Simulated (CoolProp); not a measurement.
Vapour-liquid equilibrium of benzene (1) + cyclohexane (2) at 10.3 bar; x and y are mole fractions of (1).

Values from CoolProp's multi-fluid Helmholtz-energy mixture model, Thol 2012 and Zhou 2014; pair parameters Bell 2016.

```tsv
x	bubble temperature, mixture model (°C)	bubble temperature, Raoult's law (°C)	y, mixture model	y, Raoult's law
0.05	182.8	183.5	0.061	0.053
0.15	181.2	183.2	0.175	0.158
0.25	179.9	182.8	0.280	0.262
0.35	178.9	182.4	0.377	0.364
0.45	178.3	182.1	0.470	0.465
0.55	177.9	181.7	0.559	0.565
0.65	177.8	181.4	0.648	0.664
0.75	178.0	181.0	0.739	0.761
0.85	178.5	180.7	0.836	0.858
0.95	179.5	180.3	0.942	0.953
```

The largest gap from Raoult's law is -3.8 K in bubble temperature, at x = 0.55. y crosses x between x = 0.55 and 0.65: the model has an azeotrope there.

The pair parameters rest on a limited set of measurements; away from them the model extrapolates.
